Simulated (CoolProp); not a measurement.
A single-stage vapour-compression cycle with R13: evaporating at 206.15 K (dew point), condensing at 254.15 K (bubble point), superheat 2 K, subcooling 5 K, compressor efficiency 0.7, no pressure losses. Each further row changes one setting.

Model: reference Helmholtz-energy equation of state, Platzer 1990, in CoolProp. This equation is an older, rougher fit; its heat capacities, sound speeds and derivatives of the liquid may be far off and weren't checked against measurements.

```json
[
 {"case": "as stated", "cooling COP": "2.38", "pressure ratio": "5.70", "discharge temperature (K)": "292.3", "refrigerating effect (kJ/kg)": "101", "volumetric capacity (kJ/m³)": "1340"},
 {"case": "evaporating temperature 211.15 K", "cooling COP": "2.79", "pressure ratio": "4.57", "discharge temperature (K)": "287.3", "refrigerating effect (kJ/kg)": "103", "volumetric capacity (kJ/m³)": "1690"},
 {"case": "condensing temperature 249.15 K", "cooling COP": "2.75", "pressure ratio": "(withheld)", "discharge temperature (K)": "284.7", "refrigerating effect (kJ/kg)": "106", "volumetric capacity (kJ/m³)": "1410"},
 {"case": "subcooling 10 K", "cooling COP": "(withheld)", "pressure ratio": "5.70", "discharge temperature (K)": "292.3", "refrigerating effect (kJ/kg)": "106", "volumetric capacity (kJ/m³)": "1410"},
 {"case": "superheat 12 K", "cooling COP": "2.37", "pressure ratio": "5.70", "discharge temperature (K)": "303.7", "refrigerating effect (kJ/kg)": "(withheld)", "volumetric capacity (kJ/m³)": "1340"},
 {"case": "compressor efficiency 0.6", "cooling COP": "2.04", "pressure ratio": "5.70", "discharge temperature (K)": "302.1", "refrigerating effect (kJ/kg)": "101", "volumetric capacity (kJ/m³)": "1340"}
]
```

Question: Fill in the missing entries.

Answer: 
- condensing temperature 249.15 K, pressure ratio: 4.92
- subcooling 10 K, cooling COP: 2.50
- superheat 12 K, refrigerating effect (kJ/kg): 107
